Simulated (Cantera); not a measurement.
Input (Python, Cantera):

```python
import numpy as np
import cantera as ct

gas = ct.Solution("gri30.yaml")


def delay(T, t_max=10):
    gas.TPX = T, 101325, {'CH4': 1, 'O2': 1, 'N2': 3.76}
    reactor = ct.IdealGasReactor(gas, clone=False)
    net = ct.ReactorNet([reactor])
    net.rtol, net.atol = 1e-8, 1e-16
    while net.time < t_max:
        t_old, T_old = net.time, reactor.T
        net.step()
        if reactor.T > T + 400:  # ignition: a rise of 400 K
            return t_old + (T + 400 - T_old) / (reactor.T - T_old) * (net.time - t_old)
    return np.nan


taus = []
for T in [1050, 1125, 1200, 1275, 1350, 1425, 1500]:
    taus.append(delay(T))
    print(f"T0 = {T:6g} K   tau = {taus[-1]:.4e} s")
```

Output:

```
T0 =   1050 K   tau = 6.4987e-01 s
T0 =   1125 K   tau = 1.9178e-01 s
T0 =   1200 K   tau = 6.2337e-02 s
T0 =   1275 K   tau = 2.2014e-02 s
T0 =   1350 K   tau = 8.3348e-03 s
T0 =   1425 K   tau = 3.3664e-03 s
T0 =   1500 K   tau = 1.4571e-03 s
```

Detailed kinetics in Cantera: GRI-Mech 3.0 (53 species, 325 reactions).
